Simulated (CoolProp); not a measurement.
Computed with CoolProp (reference Helmholtz-energy equation of state, Thol 2019).

Question: Give the vapour pressure (kPa), liquid density (kg/m³), vapour density (kg/m³), enthalpy of vaporisation (kJ/kg) of saturated decamethylcyclopentasiloxane (D5) at 59.15, 86.15, 194.15 °C.

Answer: 
```json
[
 {"T (°C)": "59.15", "p (kPa)": "0.256", "liquid density (kg/m³)": "917", "vapour density (kg/m³)": "0.0344", "enthalpy of vaporisation (kJ/kg)": "162"},
 {"T (°C)": "86.15", "p (kPa)": "1.25", "liquid density (kg/m³)": "888", "vapour density (kg/m³)": "0.156", "enthalpy of vaporisation (kJ/kg)": "152"},
 {"T (°C)": "194.15", "p (kPa)": "67.2", "liquid density (kg/m³)": "765", "vapour density (kg/m³)": "6.88", "enthalpy of vaporisation (kJ/kg)": "116"}
]
```
